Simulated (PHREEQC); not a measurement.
Consider water at 75 °C with 0.025 mol KOH, 0.00021 mol KNO3 and 0.00022 mol H3BO3 per kg of water. Closed to the air; pH follows from the charge balance.

The numbers come from PHREEQC with the ion-association model, phreeqc.dat.

The pH is 11.01 and the ionic strength comes out as 0.0252 mol/kgw. The specific conductance is 14200 µS/cm and the total alkalinity is 25.0 meq/kg.

```
species  molality  activity   log γ
-------  --------  --------  ------
K+         0.0252    0.0212  -0.075
OH-        0.0248    0.0208  -0.075
H2BO3-   0.000219  0.000185  -0.073
NO3-     0.000210  0.000176  -0.077
H3BO3     1.44e-6   1.45e-6   0.003
```

This is a speciation only: nothing precipitates in the calculation. Species that the database lacks are ignored. Constants without temperature data keep their 25 °C values here.
